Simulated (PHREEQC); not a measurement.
0.19 g of hydrous ferric oxide (600 m²/g; 0.2 weak and 0.005 strong sites per Fe, Dzombak-Morel constants, diffuse double layer) in 1 kg of water with 0.005 mol/kgw of an inert sodium salt, at 25 °C; the pH is set by adding NaOH or the inert anion's acid. O2 is buffered at 0.21 atm. No CO2 enters from the air. Precipitation was switched off in this run.

Computed with PHREEQC (ion-association model, wateq4f.dat).

| pH | surface charge σ (C/m²) | surface potential ψ (mV) |
|---|---|---|
| 3 | 0.303 | 215 |
| 3.75 | 0.212 | 201 |
| 4.12 | 0.170 | 190 |
| 4.88 | 0.099 | 163 |
| 5.25 | 0.074 | 148 |
| 6 | 0.038 | 114 |
| 6.75 | 0.017 | 75 |
| 7.12 | 0.011 | 55 |
| 7.88 | 0.002 | 13 |
| 8.25 | -0.001 | -8 |
| 9 | -0.009 | -50 |

The oxide is taken as insoluble; below pH 4 it would dissolve.
